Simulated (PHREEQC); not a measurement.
Solution (40 °C): 0.097 mol/kgw Ni(NO3)2, 0.0096 mol/kgw NaOH and 0.0072 mol/kgw H2SO4. Closed to the air; pH follows from the charge balance.

Equilibrium calculation in PHREEQC: ion-association model, wateq4f.dat.

```tsv
quantity	before	after
pH	2.47	2.47
SO4-2 (mol/kgw)	0.00289	0.00108
NaSO4- (mol/kgw)	3.72e-5	8.30e-6
SI of Mirabilite (Na2SO4:10H2O)	-7.05	-7.84
```

Q: Which change was made?
A) H2SO4 from 0.0072 to 0.00648 mol/kgw
B) Ni(NO3)2 from 0.097 to 0.485 mol/kgw
C) NaOH from 0.0096 to 0.00192 mol/kgw
D) 0.0022 mol/kgw NaNO3 added
E) Ni(NO3)2 left out

A: B, Ni(NO3)2 from 0.097 to 0.485 mol/kgw

This is a speciation only: nothing precipitates in the calculation. The ionic strength passes 0.7 mol/kgw, the rough limit of the ion-association models, in after. Away from 25 °C the constants follow the database's enthalpies or fits; those with neither stay at their 25 °C values.
